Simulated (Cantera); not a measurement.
A perfectly stirred reactor is fed with 0.406 % CH₂O, 0.624 % O₂, 99.0 % N₂, equivalence ratio 0.65, at 4.93 atm; it is held at 1223 K, and followed from long to short residence time.

Model: GRI-Mech 3.0 (53 species, 325 reactions), integrated in Cantera.

Task: Predict: x(CH₂O) at τ = 0.510 s; x(O₂) at τ = 0.510 s; x(CH₂O) at τ = 12.0 ms; x(O₂) at τ = 12.0 ms; x(HCO) at τ = 12.0 ms.

Result: 
```json
{
 "x(CH₂O) at τ = 0.510 s": "2.55e-6",
 "x(O₂) at τ = 0.510 s": "0.00228",
 "x(CH₂O) at τ = 12.0 ms": "1.82e-5",
 "x(O₂) at τ = 12.0 ms": "0.00294",
 "x(HCO) at τ = 12.0 ms": "3.83e-8"
}
```
